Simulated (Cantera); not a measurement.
**Equilibrium for silicon epitaxy and polysilicon growth: SiCl4 + Cl2 + N2**

Input: 1 mol SiCl4, 0.78 mol Cl2, 22 mol N2, equilibrated at 3.60 mbar.

Cantera equilibrium calculation (NASA polynomials, part measured and part estimated; ideal gas, pure solids and liquids). Candidate condensed phases: Si, Si3N4; 13 gas species. The tables' values for SiCl3 are old estimates; treat these amounts as uncertain. Rates play no part.

```json
[
 {"T (K)": "1098", "x N2": "0.923", "x Cl": "0.00431", "x SiCl4": "0.0420", "x Cl2": "0.0306", "x SiCl3": "4.78e-8", "x SiCl2": "<1e-12"},
 {"T (K)": "1148", "x N2": "0.922", "x Cl": "0.00759", "x SiCl4": "0.0419", "x Cl2": "0.0289", "x SiCl3": "1.77e-7", "x SiCl2": "8.21e-12"},
 {"T (K)": "1198", "x N2": "0.919", "x Cl": "0.0125", "x SiCl4": "0.0418", "x Cl2": "0.0263", "x SiCl3": "5.95e-7", "x SiCl2": "7.50e-11"},
 {"T (K)": "1248", "x N2": "0.916", "x Cl": "0.0193", "x SiCl4": "0.0416", "x Cl2": "0.0228", "x SiCl3": "1.87e-6", "x SiCl2": "6.06e-10"},
 {"T (K)": "1298", "x N2": "0.912", "x Cl": "0.0276", "x SiCl4": "0.0415", "x Cl2": "0.0185", "x SiCl3": "5.58e-6", "x SiCl2": "4.49e-9"},
 {"T (K)": "1348", "x N2": "0.908", "x Cl": "0.0368", "x SiCl4": "0.0413", "x Cl2": "0.0138", "x SiCl3": "1.61e-5", "x SiCl2": "3.16e-8"},
 {"T (K)": "1398", "x N2": "0.904", "x Cl": "0.0453", "x SiCl4": "0.0411", "x Cl2": "0.00943", "x SiCl3": "4.55e-5", "x SiCl2": "2.15e-7"},
 {"T (K)": "1448", "x N2": "0.901", "x Cl": "0.0522", "x SiCl4": "0.0408", "x Cl2": "0.00593", "x SiCl3": "0.000126", "x SiCl2": "1.43e-6"},
 {"T (K)": "1498", "x N2": "0.899", "x Cl": "0.0570", "x SiCl4": "0.0405", "x Cl2": "0.00352", "x SiCl3": "0.000339", "x SiCl2": "9.08e-6"}
]
```
x: gas mole fraction; nothing condenses.

From 1098 K to 1498 K nothing is condensed. The main Si-bearing gas is SiCl4 throughout.
